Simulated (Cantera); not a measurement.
A Cantera script and its output.

```python
import numpy as np
import cantera as ct

gas = ct.Solution("h2o2.yaml")
gas.TPX = 975, 2666, {'H2': 0.46, 'O2': 1, 'N2': 0.73}
reactor = ct.IdealGasConstPressureReactor(gas, energy="off", clone=False)
net = ct.ReactorNet([reactor])
net.rtol, net.atol = 1e-08, 1e-18
show = ['H2', 'O2', 'O', 'HO2', 'H2O', 'OH', 'H2O2']
times = np.geomspace(0.0008, 1, 15)

steps = ct.SolutionArray(gas, extra=["t"])
rows = []
print(f"{'t/s':>10s}{'T/K':>9s}{'P/Pa':>11s}" + "".join(f"{s:>11s}" for s in show))
for t in times:
    while net.time < t:
        t_next = net.step()
        steps.append(gas.state, t=t_next)
    rows.append([np.interp(t, steps.t, y) for y in (steps.T, steps.P, *steps(*show).X.T)])
    print(f"{t:10.3e}{rows[-1][0]:9.1f}{rows[-1][1]:11.4g}" + "".join(f"{x:11.3e}" for x in rows[-1][2:]))
rate = np.gradient(steps.T, steps.t)
print("integrator steps:", len(steps.t))
if steps.T.max() > steps.T[0] + 200:
    print(f"time of steepest temperature rise: {steps.t[rate.argmax()]:.4e} s")
gas.TPX = 975, 2666, {'H2': 0.46, 'O2': 1, 'N2': 0.73}
gas.equilibrate("TP")
print(f"equilibrium (TP): T = {gas.T:.1f} K  " + "  ".join(f"{s} {gas[s].X[0]:.3e}" for s in show))
```

Output:

```
       t/s      T/K       P/Pa         H2         O2          O        HO2        H2O         OH       H2O2
 8.000e-04    975.0       2666  2.100e-01  4.566e-01  6.235e-09  1.478e-09  2.632e-08  2.200e-09  1.251e-12
 1.331e-03    975.0       2666  2.100e-01  4.566e-01  2.249e-07  2.844e-08  9.740e-07  7.930e-08  1.523e-11
 2.216e-03    975.0       2666  2.095e-01  4.564e-01  8.661e-05  5.847e-06  3.814e-04  3.123e-05  5.117e-09
 3.687e-03    975.0       2666  3.974e-02  3.869e-01  1.890e-02  1.671e-05  1.360e-01  4.631e-03  5.592e-07
 6.137e-03    975.0       2666  7.929e-03  3.876e-01  8.437e-03  2.064e-05  2.113e-01  2.768e-03  8.506e-07
 1.021e-02    975.0       2666  2.191e-03  3.917e-01  2.024e-03  1.773e-05  2.303e-01  1.066e-03  9.478e-07
 1.700e-02    975.0       2666  6.673e-04  3.926e-01  4.860e-04  1.124e-05  2.335e-01  4.214e-04  7.726e-07
 2.828e-02    975.0       2666  2.377e-04  3.927e-01  1.439e-04  6.074e-06  2.343e-01  2.129e-04  5.729e-07
 4.707e-02    975.0       2666  8.912e-05  3.928e-01  4.989e-05  3.004e-06  2.345e-01  1.246e-04  3.964e-07
 7.834e-02    975.0       2666  3.297e-05  3.928e-01  1.888e-05  1.389e-06  2.346e-01  7.800e-05  2.608e-07
 1.304e-01    975.0       2666  1.173e-05  3.928e-01  7.568e-06  6.176e-07  2.347e-01  5.043e-05  1.663e-07
 2.170e-01    975.0       2666  4.011e-06  3.928e-01  3.204e-06  2.740e-07  2.347e-01  3.329e-05  1.039e-07
 3.611e-01    975.0       2666  1.343e-06  3.928e-01  1.437e-06  1.252e-07  2.347e-01  2.246e-05  6.408e-08
 6.009e-01    975.0       2666  4.616e-07  3.929e-01  6.841e-07  6.019e-08  2.347e-01  1.552e-05  3.941e-08
 1.000e+00    975.0       2666  1.746e-07  3.929e-01  3.442e-07  3.058e-08  2.347e-01  1.100e-05  2.435e-08
integrator steps: 1665
equilibrium (TP): T = 975.0 K  H2 9.396e-11  O2 3.929e-01  O 2.787e-10  HO2 6.118e-10  H2O 2.347e-01  OH 3.098e-07  H2O2 4.872e-11
```

Detailed kinetics in Cantera: the H2/O2 subset of GRI-Mech 3.0, which has no nitrogen chemistry. Radical loss at walls, strong at low pressure, is not modelled. The temperature is held fixed by assumption; the heat of reaction is taken as removed at once.
